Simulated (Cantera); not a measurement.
What does this Cantera script print?

```python
import numpy as np
import cantera as ct

gas_names = """
    CL CLO CL2 H HCL HOCL HO2 H2 H2O H2O2 O OH O2 O3 Si SiCL SiCL2 SiCL3 SiCL4 SiH SiHCL3 SiH2 SiH2CL2
    SiH3 SiH3CL SiH4 SiO SiO2 Si2 Si3
""".split()
cond_names = """
    H2O(s) H2O(L) Si(cr) Si(L) SiO2(Lqz) SiO2(hqz) SiO2(L)
""".split()


# ... load() reads the species with a 1 bar reference pressure and builds the phases ...
atoms = {
    'SiCl4': {'Si': 1, 'CL': 4},
    'H2O': {'H': 2, 'O': 1},
    'H2': {'H': 2},
}
top_T = {}  # K; cautious upper limits of use, not melting points


# ... equilibrate(T, P, feed) seeds the gas with the atoms and calls Mixture.equilibrate('TP', solver="vcs", rtol=1e-11, max_steps=5000) ...
results = []
T = 2123  # K
P = 67000  # Pa
for m in [0.18, 0.27, 0.43, 0.67, 1.1, 1.6, 2.6, 4, 6.3, 9.9]:
    feed = {'SiCl4': 1, 'H2O': 5, 'H2': m}  # mol
    mix = equilibrate(T, P, feed)
    results.append((T, P, feed, dict(zip(mix.species_names, mix.species_moles))))

top = {s: max(r[3][s] / sum(r[3][g] for g in gas_names) for r in results) for s in gas_names}
cols = sorted((s for s in top if top[s] > 1e-05), key=lambda s: -top[s])[:9]
seen = [c for c in cond_names if any(r[3].get(c, 0) > 1e-12 for r in results)]
print("log10 of partial pressures in bar; condensed amounts in mol")
print(f"{'n(H2)':>10s}" + "".join(f"{s[:9]:>10s}" for s in cols + seen))
for T, P, feed, n in results:
    ng = sum(n[g] for g in gas_names)
    print(f"{feed['H2']:10.4g}" + "".join(f"{np.log10(max(n[s] / ng * P / 1e5, 1e-99)):10.3f}" for s in cols)
          + "".join(f"{n.get(c, 0):10.4g}" for c in seen))
```

Result:

```
log10 of partial pressures in bar; condensed amounts in mol
     n(H2)        H2       HCL       H2O        CL         H       SiO        OH        O2       CL2   SiO2(L)
      0.18    -1.690    -0.439    -0.557    -2.173    -3.290    -4.492    -3.065    -4.053    -4.468    0.9996
      0.27    -1.557    -0.443    -0.562    -2.244    -3.224    -4.354    -3.137    -4.329    -4.609    0.9995
      0.43    -1.389    -0.451    -0.571    -2.336    -3.140    -4.178    -3.229    -4.682    -4.792    0.9992
      0.67    -1.223    -0.463    -0.584    -2.431    -3.057    -3.998    -3.326    -5.041    -4.984    0.9988
       1.1    -1.038    -0.486    -0.607    -2.546    -2.964    -3.791    -3.441    -5.457    -5.213     0.998
       1.6    -0.904    -0.511    -0.633    -2.638    -2.897    -3.631    -3.534    -5.776    -5.398     0.997
       2.6    -0.743    -0.558    -0.680    -2.766    -2.817    -3.423    -3.662    -6.193    -5.654    0.9945
         4    -0.616    -0.617    -0.739    -2.889    -2.753    -3.237    -3.784    -6.564    -5.898    0.9904
       6.3    -0.502    -0.699    -0.820    -3.028    -2.696    -3.042    -3.922    -6.955    -6.177    0.9819
       9.9    -0.410    -0.803    -0.922    -3.178    -2.650    -2.848    -4.069    -7.341    -6.477     0.964
```

Method: chemical equilibrium by Gibbs-energy minimisation in Cantera with the NASA 1993 tables (ideal gas, pure condensed phases). The tables hold silica as quartz up to 1696 K and as liquid above; real silica turns to tridymite and cristobalite and melts near 1996 K. Gases not in the tables: Si(OH)4.
